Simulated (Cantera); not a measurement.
B2O3 + N2 (boron, boron nitride and boron oxide)

Input: 1 mol B2O3, 0.42 mol N2, equilibrated at 15.0 Pa.

These are equilibrium values from Cantera (NASA tables, ideal gas, pure condensed phases), not measurements of a reactor. Candidate condensed phases: B, BN, B2O3; 17 gas species. Rates play no part.

```
T (K)  log p B2O3  log p N2  log p BO  log p BO2
-----  ----------  --------  --------  ---------
1650        -3.98     -4.35     -6.87      -6.74
1700        -3.98     -4.35     -6.60      -6.50
1750        -3.98     -4.35     -6.35      -6.28
1800        -3.98     -4.36     -6.11      -6.06
1850        -3.99     -4.36     -5.89      -5.86
1900        -3.99     -4.36     -5.68      -5.67
1950        -4.00     -4.36     -5.49      -5.49
2000        -4.01     -4.37     -5.30      -5.32
2050        -4.03     -4.38     -5.13      -5.16
2100        -4.06     -4.39     -4.96      -5.02
```
log p: log10 of the partial pressure in bar; nothing condenses.

From 1650 K to 2100 K nothing is condensed. The main B-bearing gas is B2O3 throughout.
